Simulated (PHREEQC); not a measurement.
A solution holds 0.013 mol/kgw HF, 0.0009 mol/kgw NH4F, 0.00016 mol/kgw (NH4)2SiF6 and 7e-05 mol/kgw HCl, at 25 °C. It is in equilibrium with CO2 at log p = -3.4 (atm). Otherwise closed; pH follows from the charge balance.

Equilibrium calculation in PHREEQC: ion-association model, wateq4f.dat.

```
Item                       Result
----------------  ---------------
pH                           2.64
ionic strength    0.00380 mol/kgw
total alkalinity     -13.7 meq/kg
```

```json
[
 {"species": "HF", "molality": "0.0100", "activity": "0.0100", "log γ": "0.000"},
 {"species": "F-", "molality": "0.00313", "activity": "0.00293", "log γ": "-0.029"},
 {"species": "H+", "molality": "0.00242", "activity": "0.00228", "log γ": "-0.027"},
 {"species": "NH4+", "molality": "0.00122", "activity": "0.00114", "log γ": "-0.029"},
 {"species": "H2F2", "molality": "0.000261", "activity": "0.000261", "log γ": "0.000"},
 {"species": "SiF6-2", "molality": "0.000160", "activity": "0.000123", "log γ": "-0.114"}
]
```

Precipitation was switched off in this run. SiF6-2 is the database's only silicon fluoride.
